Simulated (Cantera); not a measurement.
## Dilute partial oxidation

An isothermal, constant-pressure homogeneous reactor starts with 1.43 % CH₄, 0.580 % O₂, 89.2 % N₂, 8.75 % H₂, equivalence ratio 12, at 1573 K and 600 Torr.

Model: GRI-Mech 3.0 (53 species, 325 reactions), integrated in Cantera.

```csv
t (s),x CH₄,x O₂,x HCN,x CO₂,x C₂H,x NO
6.00e-6,0.0143,0.00580,<1e-12,<1e-12,<1e-12,<1e-12
2.28e-5,0.0143,0.00580,<1e-12,1.38e-12,<1e-12,<1e-12
8.68e-5,0.0143,0.00580,<1e-12,1.98e-10,<1e-12,<1e-12
0.000330,0.0141,0.00566,1.34e-10,4.66e-7,<1e-12,4.12e-11
0.00126,0.0111,0.00272,7.47e-8,3.85e-5,2.40e-9,8.52e-9
0.00478,0.00940,0.000639,1.36e-7,5.95e-5,2.47e-9,1.26e-8
0.0182,0.00889,0.000104,1.45e-7,6.16e-5,1.11e-9,1.17e-8
0.0691,0.00847,2.94e-6,1.49e-7,6.07e-5,8.73e-10,9.70e-9
0.263,0.00735,1.15e-11,1.57e-7,5.76e-5,1.09e-9,5.14e-9
1.00,0.00487,<1e-12,1.77e-7,5.47e-5,1.59e-9,6.65e-10
```
x: mole fraction; the columns are a selection and need not sum to one.

Equilibrium at this temperature and pressure: CH₄ 6.15e-5, O₂ <1e-12, HCN 0.00251, CO₂ 1.10e-8, C₂H 1.03e-11, NO <1e-12 (gas phase only).
